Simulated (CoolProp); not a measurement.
Vapour-liquid equilibrium of p-xylene (1) + n-nonane (2) at 166.65 °C; x and y are mole fractions of (1).

Computed with CoolProp (multi-fluid Helmholtz-energy mixture model, Zhou 2012 and Lemmon 2006; pair parameters Bell 2016).

```csv
x,bubble pressure (bar),y at the bubble point,dew pressure at overall composition x (bar),liquid density (mol/L)
0.05,1.547,0.067,1.539,4.710
0.2,1.635,0.251,1.610,4.960
0.35,1.716,0.415,1.683,5.236
0.5,1.793,0.565,1.759,5.540
0.65,1.868,0.706,1.837,5.877
0.8,1.942,0.838,1.920,6.251
0.95,2.018,0.961,2.011,6.669
```

No azeotrope shows between x = 0.05 and 0.95.

The pair parameters rest on a limited set of measurements; away from them the model extrapolates.
